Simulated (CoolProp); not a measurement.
Properties of R113 along the isotherm 226.85 °C (Tc = 214.1 °C, pc = 33.92 bar, ω = 0.253).

Model: reference Helmholtz-energy equation of state, Marx 1992, in CoolProp.

| p (bar) | phase | Z | cp (kJ/(kg K)) | cv (kJ/(kg K)) | expansivity (1/kK) | fugacity coefficient |
|---|---|---|---|---|---|---|
| 0.0536 | gas | 0.9995 | 0.8056 | 0.7612 | 2.003 | 0.9995 |
| 0.11 | gas | 0.9990 | 0.8058 | 0.7612 | 2.007 | 0.9990 |
| 0.226 | gas | 0.9979 | 0.8061 | 0.7613 | 2.014 | 0.9979 |
| 0.464 | gas | 0.9958 | 0.8067 | 0.7615 | 2.028 | 0.9958 |
| 0.954 | gas | 0.9913 | 0.8081 | 0.7619 | 2.059 | 0.9913 |
| 1.96 | gas | 0.9820 | 0.8110 | 0.7628 | 2.124 | 0.9822 |
| 4.02 | gas | 0.9625 | 0.8175 | 0.7646 | 2.270 | 0.9637 |
| 8.26 | gas | 0.9208 | 0.8336 | 0.7690 | 2.627 | 0.9258 |
| 17 | gas | 0.8249 | 0.8854 | 0.7808 | 3.775 | 0.8489 |
